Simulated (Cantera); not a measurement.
Standard-state values (1 bar) from the NASA 1993 polynomials, evaluated with Cantera. Values are per mole of reaction as written; species without (g) are pure solids or liquids, kept so even where they would boil at 1 bar.

### Question
Between 300 and 1300 K, where is each reaction favourable under standard conditions?
- TiO2 + Ti3O5 → Ti4O7

### Answer
- TiO2 + Ti3O5 → Ti4O7: ΔG° is -6 kJ at 300 K and -4 kJ at 1300 K; it stays negative (K > 1). ΔH° is -6 kJ and ΔS° -1 J/K at 1300 K.
